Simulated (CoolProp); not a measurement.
A single-stage vapour-compression cycle with the fluid: evaporating at 245.15 K (dew point), condensing at 292.15 K (bubble point), superheat 8 K, subcooling 8 K, compressor efficiency 0.9, no pressure losses. The same conditions are run with several fluids, on thermodynamics alone (safety and materials aside).

Values from CoolProp's reference Helmholtz-energy equation of state of each fluid (carbonyl sulfide: Lemmon 2006; R152A: Outcalt 1996; R1336mzz(E): Akasaka 2023; hydrogen sulfide: Lemmon 2006; c-C4F8 (RC318): Platzer 1990; R1233zd(E): Akasaka 2022). The equations of Platzer and Polt are older, rougher fits.

**Question.** Rank carbonyl sulfide, R152A, R1336mzz(E), hydrogen sulfide, c-C4F8 (RC318), R1233zd(E) by cooling COP, highest first.

**Answer.** R1233zd(E) (4.21), R152A (4.11), R1336mzz(E) (4.06), carbonyl sulfide (4.00), c-C4F8 (RC318) (3.91), hydrogen sulfide (3.88)

| fluid | pressure ratio | discharge temperature (K) | refrigerating effect (kJ/kg) | volumetric capacity (kJ/m³) |
|---|---|---|---|---|
| carbonyl sulfide | 4.31 | 352.1 | 250 | 1910 |
| R152A | 5.87 | 327.5 | 276 | 758 |
| R1336mzz(E) | 8.63 | 297.4 | 130 | 185 |
| hydrogen sulfide | 4.23 | 372.8 | 433 | 3050 |
| c-C4F8 (RC318) | 6.97 | 292.2 | 89.6 | 320 |
| R1233zd(E) | 8.72 | 311.8 | 177 | 133 |

The compression ends wet for: c-C4F8 (RC318).
